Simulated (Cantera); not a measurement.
Source: NASA polynomial tables (part measured, part estimated), evaluated in Cantera. Values are per mole of reaction as written; species without (g) are pure solids or liquids, kept so even where they would boil at 1 bar.

Nb + O₂(g) → NbO₂, with ΔH° = -794.9 kJ and ΔS° = -187.1 J/K at 300 K.

**Question.** How far is the shortcut ΔG° ≈ ΔH°(300 K) − T·ΔS°(300 K) from the full temperature-dependent value at 650, 750, 850, 950, 1050, 1150, 1250, 1350, 1450, 1550, 1650 K?

**Answer.** 
| T (K) | shortcut (kJ) | full (kJ) | difference (kJ) | difference in log10 K |
|---|---|---|---|---|
| 650 | -673.3 | -674.6 | 1.2 | -0.10 |
| 750 | -654.6 | -656.7 | 2.0 | -0.14 |
| 850 | -635.9 | -639.0 | 3.1 | -0.19 |
| 950 | -617.2 | -621.6 | 4.4 | -0.24 |
| 1050 | -598.5 | -604.5 | 5.9 | -0.30 |
| 1150 | -579.8 | -587.7 | 7.9 | -0.36 |
| 1250 | -561.1 | -571.4 | 10.3 | -0.43 |
| 1350 | -542.4 | -555.2 | 12.8 | -0.49 |
| 1450 | -523.7 | -539.1 | 15.4 | -0.56 |
| 1550 | -505.0 | -523.1 | 18.2 | -0.61 |
| 1650 | -486.3 | -507.3 | 21.0 | -0.67 |
The shortcut ignores the heat-capacity change of the reaction.
